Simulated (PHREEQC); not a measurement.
Solution (25 °C): 0.0012 mol/kgw CuSO4, 0.00043 mol/kgw FeCl3 and 0.0043 mol/kgw NaCl. Closed to the air; pH follows from the charge balance.

Model: ion-association model, wateq4f.dat, run in PHREEQC.

This is a speciation only: nothing precipitates in the calculation.

**Question.** Estimate the pH.

**Answer.** pH 3.40.

**Question.** In which forms is Fe present?

**Answer.** FeOH+2 48 %, Fe(OH)2+ 29 %, FeSO4+ 16 %, Fe+3 4.5 %, Fe2(OH)2+4 1.2 % of the Fe.

Examples of supersaturated solids here: Jarosite-Na, Fe(OH)3(a). Others may be too.
